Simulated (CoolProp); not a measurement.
The fluid at 332 K and 4.26 MPa (liquid) is heated at constant pressure to 509.8 K. The same conditions are run with several fluids, on thermodynamics alone (safety and materials aside).

Values from CoolProp's reference Helmholtz-energy equation of state of each fluid (carbonyl sulfide: Lemmon 2006; methanol: de Reuck 1993; dimethyl carbonate: Zhou 2011).

### Question
Rank carbonyl sulfide, methanol, dimethyl carbonate by heat (kJ/kg), highest first.

### Answer
methanol (1300), dimethyl carbonate (380), carbonyl sulfide (357)

```json
[
 {"fluid": "carbonyl sulfide", "final phase": "gas", "final density (kg/m³)": "66.2"},
 {"fluid": "methanol", "final phase": "gas", "final density (kg/m³)": "41.5"},
 {"fluid": "dimethyl carbonate", "final phase": "liquid", "final density (kg/m³)": "725"}
]
```
